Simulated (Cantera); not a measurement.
Feed: 1 mol PbO, 1.1 mol H2, equilibrated at 1330 Pa.

Equilibrium computed with Cantera from the NASA thermochemical tables; the gas is ideal and each condensed phase is pure. Candidate condensed phases: H2O, Pb, PbO, PbO2, Pb3O4; 12 gas species. Equilibrium is a limit: real reactors are often held back by kinetics, nucleation or transport.

x: gas mole fraction; n: condensed amount in mol.

```json
[
 {"T (K)": "1150", "x H2O": "0.889", "x Pb": "0.0217", "x H2": "0.0889", "x PbO": "4.11e-6", "x Pb2": "4.75e-7", "n Pb(l)": "0.976"},
 {"T (K)": "1200", "x H2O": "0.865", "x Pb": "0.0482", "x H2": "0.0865", "x PbO": "1.56e-5", "x Pb2": "1.80e-6", "n Pb(l)": "0.944"},
 {"T (K)": "1250", "x H2O": "0.818", "x Pb": "(withheld)", "x H2": "0.0818", "x PbO": "(withheld)", "x Pb2": "(withheld)", "n Pb(l)": "0.877"},
 {"T (K)": "1300", "x H2O": "0.730", "x Pb": "0.197", "x H2": "0.0732", "x PbO": "0.000164", "x Pb2": "1.87e-5", "n Pb(l)": "0.730"},
 {"T (K)": "1350", "x H2O": "0.575", "x Pb": "0.367", "x H2": "0.0580", "x PbO": "0.000463", "x Pb2": "5.29e-5", "n Pb(l)": "0.361"},
 {"T (K)": "1400", "x H2O": "0.475", "x Pb": "0.475", "x H2": "0.0485", "x PbO": "(withheld)", "x Pb2": "(withheld)", "n Pb(l)": "0"},
 {"T (K)": "1450", "x H2O": "0.475", "x Pb": "0.475", "x H2": "0.0489", "x PbO": "0.00125", "x Pb2": "6.08e-5", "n Pb(l)": "0"}
]
```

What belongs in the gaps?


- 1400, x PbO: 0.000878
- 1400, x Pb2: 7.30e-5
- 1250, x Pb: 0.100
- 1250, x PbO: 5.30e-5
- 1250, x Pb2: 6.09e-6
